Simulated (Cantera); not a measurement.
## Equilibrium for abatement and gas-phase synthesis: SO2 + O2 + H2

Feed: 1 mol SO2, 0.34 mol O2, 12 mol H2, equilibrated at 1700 K and 29.0 Pa.

These are equilibrium values from Cantera (NASA tables, ideal gas, pure condensed phases), not measurements of a reactor. Candidate condensed phases: H2O, H2SO4, S; 19 gas species. The numbers say what is thermodynamically allowed, not how fast it happens.

```yaml
x(H2): 0.746
x(H2O): 0.195
x(S2): 0.0282
x(H): 0.00747
x(SO): 0.00622
x(SO2): 0.00540
x(SH): 0.00473
x(H2S): 0.00330
x(S): 0.00312
gas_amount: 12.62 mol
log10 activity of S(l) (absent): -3.93
```
